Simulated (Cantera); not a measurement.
Mixture: 19.9 % H₂, 16.8 % O₂, 63.3 % N₂, equivalence ratio 0.59, at 9.87 atm, adiabatic and at constant volume. Ignition delay is the time to a rise of 400 K.

Detailed kinetics in Cantera: the H2/O2 subset of GRI-Mech 3.0, which has no nitrogen chemistry. The hydrogen kinetics of GRI-Mech 3.0 are dated; newer H2 mechanisms differ, most at raised pressure. Below about 950 K walls govern HO2 and H2O2 in real vessels.

Question: At T0 = 1123 K, what is the delay, and which 8 reactions control it most (d ln τ / d ln k, from doubling and halving each rate constant)?

Answer: The delay is 0.603 ms.
```json
[
 {"reaction": "H + O2 <=> O + OH", "d ln τ / d ln k": "-1.83", "faster rate": "shortens it"},
 {"reaction": "H + O2 + N2 <=> HO2 + N2", "d ln τ / d ln k": "0.70", "faster rate": "lengthens it"},
 {"reaction": "H + H2O2 <=> H2 + HO2", "d ln τ / d ln k": "-0.45", "faster rate": "shortens it"},
 {"reaction": "2 OH (+M) <=> H2O2 (+M)", "d ln τ / d ln k": "-0.43", "faster rate": "shortens it"},
 {"reaction": "H + O2 + M <=> HO2 + M", "d ln τ / d ln k": "0.33", "faster rate": "lengthens it"},
 {"reaction": "H + O2 + O2 <=> HO2 + O2", "d ln τ / d ln k": "0.15", "faster rate": "lengthens it"},
 {"reaction": "H + HO2 <=> 2 OH", "d ln τ / d ln k": "-0.13", "faster rate": "shortens it"},
 {"reaction": "2 HO2 <=> H2O2 + O2", "d ln τ / d ln k": "0.03", "faster rate": "lengthens it"}
]
```
